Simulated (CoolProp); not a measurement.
Hydrogen chloride at 298.15 K and 19.9 MPa is throttled through a valve to 8.98 MPa with no heat exchange. Each further row changes one setting.

Computed with CoolProp (reference Helmholtz-energy equation of state, Thol 2018).

```
case                      temperature change (K)  final phase  final density (kg/m³)
------------------------  ----------------------  -----------  ---------------------
as stated                                      …       liquid                    863
outlet pressure 2.69 MPa                   -23.5            …                      …
outlet pressure 11.7 MPa                       …       liquid                      …
```

**Question.** Fill in the missing entries.

**Answer.** 
- as stated, temperature change (K): -2.1
- outlet pressure 2.69 MPa, final phase: two-phase, vapour fraction 0.135
- outlet pressure 2.69 MPa, final density (kg/m³): 306
- outlet pressure 11.7 MPa, temperature change (K): -1.3
- outlet pressure 11.7 MPa, final density (kg/m³): 877
